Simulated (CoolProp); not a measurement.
A single-stage vapour-compression cycle with R134a: evaporating at 257.15 K (dew point), condensing at 321.15 K (bubble point), superheat 10 K, subcooling 0 K, compressor efficiency 0.8, no pressure losses. Each further row changes one setting.

Model: reference Helmholtz-energy equation of state, Tillner-Roth 1994, in CoolProp.

```
case                              cooling COP  pressure ratio  discharge temperature (K)  refrigerating effect (kJ/kg)  volumetric capacity (kJ/m³)
--------------------------------  -----------  --------------  -------------------------  ----------------------------  ---------------------------
as stated                                   …            7.97                      349.1                           129                          979
evaporating temperature 262.15 K         2.57            6.50                      346.9                             …                         1220
condensing temperature 316.15 K          2.55            7.00                      343.5                           136                         1040
subcooling 5 K                              …            7.97                      349.1                           136                         1040
superheat 20 K                           2.29            7.97                          …                             …                          997
compressor efficiency 0.7                1.97            7.97                      356.7                           129                          979
```

Q: What belongs in the gaps?

A: 
- as stated, cooling COP: 2.26
- evaporating temperature 262.15 K, refrigerating effect (kJ/kg): 132
- subcooling 5 K, cooling COP: 2.39
- superheat 20 K, discharge temperature (K): 359.4
- superheat 20 K, refrigerating effect (kJ/kg): 137
